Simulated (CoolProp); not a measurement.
The fluid at 550.2 K and 2.91 MPa flows at 25 m/s in a round tube of 2 mm bore and 15 µm roughness, fully developed (64/Re and Nu = 3.66 if laminar; Colebrook and Gnielinski if turbulent). The same conditions are run with several fluids, on thermodynamics alone (safety and materials aside).

Computed with CoolProp (reference Helmholtz-energy equation of state of each fluid (nitrogen: Span 2000; carbon dioxide: Span 1996; ammonia: Gao 2020; water: Wagner 2002; isobutane: Bücker 2006)).

Task: Rank nitrogen, carbon dioxide, ammonia, water, isobutane by Reynolds number, highest first.

Result: isobutane (142000), carbon dioxide (53900), water (33300), nitrogen (31400), ammonia (28100)

```
fluid           Darcy friction factor  pressure drop (Pa/m)  heat-transfer coefficient (W/(m² K))  mass flow (kg/h)
--------------  ---------------------  --------------------  ------------------------------------  ----------------
nitrogen                       0.0367                101000                                  2550              4.98
carbon dioxide                 0.0358                159000                                  3940              8.02
ammonia                        0.0369                 64400                                  3680              3.16
water                          0.0365                 72100                                  3600              3.57
isobutane                      0.0350                224000                                 15000              11.6
```

Transport values come from each fluid's own correlations.
